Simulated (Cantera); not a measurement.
Charge: 1 mol SiCl4, 1.5 mol NH3, 27 mol N2, held at 20.0 Pa.

Equilibrium computed with Cantera from the NASA thermochemical tables; the gas is ideal and each condensed phase is pure. Candidate condensed phases: NH4Cl, Si, Si3N4; 28 gas species. The numbers say what is thermodynamically allowed, not how fast it happens.

Over these rows the condensed part is Si3N4(s). Partial pressures as log10 of bar:

```
T (K)  1000/T (1/K)  log p SiCl2  log p N2  log p HCl  log p H2
-----  ------------  -----------  --------  ---------  --------
850          1.1765       -10.97     -3.76      -4.70     -5.34
950          1.0526            ?     -3.76      -4.69     -5.39
1050         0.9524        -7.73     -3.76      -4.68     -5.42
1150         0.8696        -6.57     -3.76      -4.67     -5.43
1250         0.8000        -5.75     -3.76      -4.71     -5.35
1350         0.7407        -5.34     -3.76      -4.82     -5.18
```

### Question
Fit log p(SiCl2) = a + b·(1000/T) to the five rows, give the apparent enthalpy, and predict the row at 950 K.

### Answer
Means: 1000/T = 0.9078, log p = -7.272. Sxy = -1.527805, Sxx = 0.1151913, so b = -13.26 and a = -7.272 − (-13.26)×0.9078 = 4.77.
Apparent enthalpy: −19.145 × (-13.26) = 254 kJ/mol. With the condensed phases at unit activity, 1/3 Si3N4(s) + 2 HCl(g) = SiCl2(g) + 2/3 N2(g) + H2(g) links this pressure to the main gases: over the six rows their terms move log p by -0.40 in all, so the slope isn't that reaction's ΔH° alone. The five rows lie within 0.29 of the line; that is curvature, so one enthalpy describes this range poorly.
Prediction at 950 K: 4.77 + (-13.26)×1.0526 = -9.19. The computed value is -9.17, 0.02 from the line.
